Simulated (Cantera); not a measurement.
Mixture: 10.2 % CH₄, 0.590 % H₂, 18.7 % O₂, 70.5 % N₂, equivalence ratio 1.1, at 1000000 Pa, adiabatic and at constant pressure. Ignition delay is the time to a rise of 400 K.

Model: GRI-Mech 3.0 (53 species, 325 reactions), integrated in Cantera.

At T0 = 1323 K, what is the delay, and which 7 reactions control it most (d ln τ / d ln k, from doubling and halving each rate constant)?

The delay is 0.743 ms.
| reaction | d ln τ / d ln k | faster rate |
|---|---|---|
| 2 CH3 (+M) <=> C2H6 (+M) | 0.60 | lengthens it |
| H + O2 <=> O + OH | -0.39 | shortens it |
| CH3 + HO2 <=> CH3O + OH | -0.38 | shortens it |
| CH3 + O2 <=> CH3O + O | -0.28 | shortens it |
| CH4 + OH <=> CH3 + H2O | 0.21 | lengthens it |
| CH3 + O2 <=> CH2O + OH | -0.20 | shortens it |
| CH2O + O2 <=> HCO + HO2 | -0.20 | shortens it |
